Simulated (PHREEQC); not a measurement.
Make-up at 55 °C: 4.1 mmol/kgw Na2CO3 and 0.54 mmol/kgw Al2(SO4)3. Closed to the air; pH follows from the charge balance.

The numbers come from PHREEQC with the ion-association model, wateq4f.dat.

```csv
quantity,before,after
pH,7.47,7.65
ionic strength (mol/kgw),0.00971,0.00974
HCO3- (mol/kgw),0.00384,0.00387
CO2 (mol/kgw),0.000227,0.000207
NaHCO3 (mol/kgw),1.42e-5,1.45e-5
CO3-2 (mol/kgw),1.08e-5,8.58e-6
SI of Nahcolite (NaHCO3),-4.30,-3.94
SI of Natron (Na2CO3:10H2O),-9.17,-7.79
```

Question: Which change was made?
A. Al2(SO4)3 left out
B. 0.00085 mol/kgw HF added
C. temperature from 55 to 15 °C
D. 0.0008 mol/kgw KOH added
E. 0.0037 mol/kgw KCl added

Answer: C, temperature from 55 to 15 °C

This is a speciation only: nothing precipitates in the calculation. Some of these states are supersaturated (in Al(OH)3(a), Boehmite (slow to form), for instance). Away from 25 °C the constants follow the database's enthalpies or fits; those with neither stay at their 25 °C values.
